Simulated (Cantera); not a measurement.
A closed system holds: 1 mol Si, a varied amount of HCl, 6.9 mol H2, equilibrated at 1550 K and 21.0 bar.

These are equilibrium values from Cantera (NASA tables, ideal gas, pure condensed phases), not measurements of a reactor. Candidate condensed phases: Si; 19 gas species. The tables' values for SiCl3 are old estimates; treat these amounts as uncertain. Gases not in the tables: Si2H6 and higher silanes. The numbers say what is thermodynamically allowed, not how fast it happens.

x: gas mole fraction; n: condensed amount in mol.

```tsv
n(HCl) (mol)	x H2	x HCl	x SiCl4	x SiHCl3	x SiCl2	x SiCl3	n Si(s)
0.73	0.937	0.0423	0.00237	0.00645	0.00636	0.00233	0.844
0.87	0.929	0.0456	0.00325	0.00814	0.00746	0.00295	0.805
1	0.922	0.0482	0.00413	0.00970	0.00840	0.00353	0.768
1.2	0.912	0.0516	?	?	?	0.00441	?
1.5	0.898	0.0558	0.00782	0.0155	0.0116	0.00570	0.625
1.8	0.886	0.0592	0.0102	0.0187	0.0132	0.00694	0.538
2.1	0.874	0.0620	0.0125	0.0217	0.0146	0.00812	0.451
2.6	0.857	0.0657	0.0165	0.0264	0.0168	0.00997	0.305
3.1	0.842	0.0687	?	?	0.0187	0.0117	?
3.7	0.825	0.0740	0.0254	0.0348	0.0196	0.0134	0
4.4	0.791	0.113	0.0362	0.0310	0.0114	0.0122	0
5.3	0.745	0.167	0.0450	0.0248	0.00620	0.0100	0
```

Problem. Fill in the missing entries.

Solution. 
- 1.2, x SiCl4: 0.00556
- 1.2, x SiHCl3: 0.0121
- 1.2, x SiCl2: 0.00975
- 1.2, n Si(s): 0.711
- 3.1, x SiCl4: 0.0204
- 3.1, x SiHCl3: 0.0307
- 3.1, n Si(s): 0.160
